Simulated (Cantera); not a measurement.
What does this Cantera script print?

```python
import numpy as np
import cantera as ct

gas_names = """
    Br Br2 H HBr HO2 H2 H2O H2O2 O OH O2 O3
""".split()
cond_names = """
    Br2(cr) Br2(L) H2O(s) H2O(L)
""".split()


# ... load() reads the species with a 1 bar reference pressure and builds the phases ...
atoms = {
    'HBr': {'H': 1, 'Br': 1},
    'O2': {'O': 2},
    'H2O': {'H': 2, 'O': 1},
}
top_T = {}  # K; cautious upper limits of use, not melting points


# ... equilibrate(T, P, feed) seeds the gas with the atoms and calls Mixture.equilibrate('TP', solver="vcs", rtol=1e-11, max_steps=5000) ...
results = []
feed = {'HBr': 1, 'O2': 2.3, 'H2O': 1.8}  # mol
P = 10000  # Pa
for T in [1700, 1800, 1900, 2000, 2100, 2200, 2300, 2400, 2500, 2600, 2700]:
    mix = equilibrate(T, P, feed)
    results.append((T, P, feed, dict(zip(mix.species_names, mix.species_moles))))

top = {s: max(r[3][s] / sum(r[3][g] for g in gas_names) for r in results) for s in gas_names}
cols = sorted((s for s in top if top[s] > 1e-06), key=lambda s: -top[s])[:6]
seen = [c for c in cond_names if any(r[3].get(c, 0) > 1e-12 for r in results)]
print("log10 of partial pressures in bar; condensed amounts in mol")
print(f"{'T/K':>10s}" + "".join(f"{s[:9]:>10s}" for s in cols + seen))
for T, P, feed, n in results:
    ng = sum(n[g] for g in gas_names)
    print(f"{T:10.4g}" + "".join(f"{np.log10(max(n[s] / ng * P / 1e5, 1e-99)):10.3f}" for s in cols)
          + "".join(f"{n.get(c, 0):10.4g}" for c in seen))
```

Output:

```
log10 of partial pressures in bar; condensed amounts in mol
       T/K       H2O        O2        Br        OH         O       HBr
      1700    -1.382    -1.401    -1.843    -3.811    -5.050    -2.412
      1800    -1.382    -1.403    -1.826    -3.534    -4.616    -2.445
      1900    -1.383    -1.406    -1.814    -3.286    -4.228    -2.479
      2000    -1.385    -1.409    -1.806    -3.064    -3.879    -2.513
      2100    -1.389    -1.412    -1.801    -2.865    -3.563    -2.546
      2200    -1.395    -1.418    -1.797    -2.685    -3.277    -2.578
      2300    -1.405    -1.425    -1.795    -2.524    -3.016    -2.611
      2400    -1.420    -1.435    -1.795    -2.381    -2.779    -2.646
      2500    -1.442    -1.449    -1.797    -2.254    -2.564    -2.683
      2600    -1.474    -1.469    -1.802    -2.144    -2.367    -2.725
      2700    -1.519    -1.495    -1.811    -2.053    -2.190    -2.774
```

These are equilibrium values from Cantera (NASA tables, ideal gas, pure condensed phases), not measurements of a reactor.
